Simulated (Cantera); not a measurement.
Input: 1 mol Ti(OiPr)4, 0.17 mol H2O, 200 mol H2, equilibrated at 10000 Pa.

Cantera equilibrium calculation (NASA polynomials, part measured and part estimated; ideal gas, pure solids and liquids). Candidate condensed phases: C, C6H6, C7H8, C8H18, H2O, Ti, TiC, TiO, TiO2, Ti2O3, Ti3O5, Ti4O7; 113 gas species. The feed counts by its element totals alone. TiC: taken at fixed stoichiometry. Rates play no part. All values below are at 1227 °C.

Base state: H2 0.981, CO 0.0191, CH4 0.000247, H 5.51e-5 (mole fractions); condensed: C(graphite) + TiC(s).

Problem. What changes in the equilibrium state with this change: H2O from 0.17 to 1.9 mol?

Solution. 
```tsv
species	before	after
H2	0.981	0.973
CO	0.0191	0.0266
CH4	0.000247	0.000243
H	5.51e-5	5.49e-5
C(graphite), mol	6.77	5.04
TiC(s), mol	1.00	1.00
```
